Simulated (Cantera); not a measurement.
N2O furnace oxynitridation

An isothermal, constant-pressure homogeneous reactor starts with N2O : H2O = 1 : 0.0064 (molar parts), at 1548 K and 0.0133 bar.

Computed with Cantera and GRI-Mech 3.0 (53 species, 325 reactions). GRI-Mech 3.0 was tuned for natural gas; its chemistry of N2O as a main component is partial and can be far from experiment. Radical loss at walls, strong at low pressure, is not modelled. The temperature is held fixed by assumption; the heat of reaction is taken as removed at once.

```tsv
t (s)	x N2O	x H2O	x H2	x N2	x OH	x H	x NO
5.00e-5	0.994	0.00636	<1e-12	3.74e-5	1.28e-7	2.63e-11	2.49e-6
0.000107	0.993	0.00636	<1e-12	8.67e-5	5.26e-7	2.62e-10	1.03e-5
0.000229	0.993	0.00636	1.78e-11	0.000207	1.94e-6	1.78e-9	3.83e-5
0.000491	0.993	0.00635	2.78e-10	0.000498	6.03e-6	7.63e-9	0.000122
0.00105	0.992	0.00635	3.19e-9	0.00115	1.52e-5	2.17e-8	0.000324
0.00226	0.989	0.00633	2.40e-8	0.00256	3.24e-5	5.03e-8	0.000760
0.00483	0.984	0.00630	1.02e-7	0.00557	6.11e-5	9.76e-8	0.00168
0.0103	0.973	0.00626	2.60e-7	0.0120	9.42e-5	1.45e-7	0.00359
0.0222	0.950	0.00620	4.03e-7	0.0255	0.000115	1.70e-7	0.00752
0.0475	0.902	0.00610	3.95e-7	0.0531	0.000129	1.86e-7	0.0155
0.102	0.811	0.00590	3.40e-7	0.106	0.000138	2.07e-7	0.0309
0.218	0.653	0.00556	3.36e-7	0.199	0.000143	2.43e-7	0.0577
0.467	0.425	0.00508	3.86e-7	0.332	0.000141	3.14e-7	0.0960
1.00	0.185	0.00457	5.11e-7	0.472	0.000134	4.49e-7	0.135
```
x: mole fraction; the columns are a selection and need not sum to one.

Equilibrium at this temperature and pressure: N2O 1.14e-8, H2O 0.00421, H2 2.25e-7, N2 0.663, OH 7.96e-5, H 1.27e-7, NO 0.00178 (gas phase only).
